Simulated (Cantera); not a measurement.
A perfectly stirred reactor is fed with CH4 : H2 = 0.029 : 1 (molar parts), at 9.75 Torr; it is held at 1800 K, and followed from long to short residence time.

Model: GRI-Mech 3.0 (53 species, 325 reactions), integrated in Cantera. GRI-Mech 3.0 stops at C3 and has no aromatics, soot or wall deposition, so with more carbon than oxygen in the feed, carbon stays in small species such as C2H2 where larger ones or solid carbon would form. Radical loss at walls, strong at low pressure, is not modelled.

What does this change do: temperature 1800 to 2798 K?


| quantity | before | after |
|---|---|---|
| x(CH4) at τ = 2.90 s | 0.00527 | 3.37e-7 |
| x(H2) at τ = 2.90 s | 0.981 | 0.513 |
| x(C2H6) at τ = 2.90 s | 1.43e-7 | <1e-12 |
| x(H) at τ = 2.90 s | 0.00260 | 0.476 |
| x(CH2) at τ = 2.90 s | 7.86e-7 | 8.21e-6 |
| x(CH4) at τ = 0.160 s | 0.0191 | 1.14e-5 |
| x(H2) at τ = 0.160 s | 0.974 | 0.740 |
| x(C2H6) at τ = 0.160 s | 1.23e-6 | 5.57e-12 |
| x(H) at τ = 0.160 s | 0.00185 | 0.247 |
| x(CH2) at τ = 0.160 s | 1.33e-6 | 3.49e-5 |

What does this change do: CH4 0.029 to 0.0037 parts?


| quantity | before | after |
|---|---|---|
| x(CH4) at τ = 2.90 s | 0.00527 | 0.00160 |
| x(H2) at τ = 2.90 s | 0.981 | 0.995 |
| x(C2H6) at τ = 2.90 s | 1.43e-7 | 1.29e-8 |
| x(H) at τ = 2.90 s | 0.00260 | 0.00261 |
| x(CH2) at τ = 2.90 s | 7.86e-7 | 2.44e-7 |
| x(CH4) at τ = 0.160 s | 0.0191 | 0.00352 |
| x(H2) at τ = 0.160 s | 0.974 | 0.995 |
| x(C2H6) at τ = 0.160 s | 1.23e-6 | 1.86e-8 |
| x(H) at τ = 0.160 s | 0.00185 | 0.00105 |
| x(CH2) at τ = 0.160 s | 1.33e-6 | 8.81e-8 |

What does this change do: pressure from 9.75 Torr to 30.8 Torr?


```json
[
 {"quantity": "x(CH4) at τ = 2.90 s", "before": "0.00527", "after": "0.00451"},
 {"quantity": "x(H2) at τ = 2.90 s", "before": "0.981", "after": "0.982"},
 {"quantity": "x(C2H6) at τ = 2.90 s", "before": "1.43e-7", "after": "1.14e-7"},
 {"quantity": "x(H) at τ = 2.90 s", "before": "0.00260", "after": "0.00168"},
 {"quantity": "x(CH2) at τ = 2.90 s", "before": "7.86e-7", "after": "2.89e-7"},
 {"quantity": "x(CH4) at τ = 0.160 s", "before": "0.0191", "after": "0.0156"},
 {"quantity": "x(H2) at τ = 0.160 s", "before": "0.974", "after": "0.977"},
 {"quantity": "x(C2H6) at τ = 0.160 s", "before": "1.23e-6", "after": "1.15e-6"},
 {"quantity": "x(H) at τ = 0.160 s", "before": "0.00185", "after": "0.00148"},
 {"quantity": "x(CH2) at τ = 0.160 s", "before": "1.33e-6", "after": "7.28e-7"}
]
```
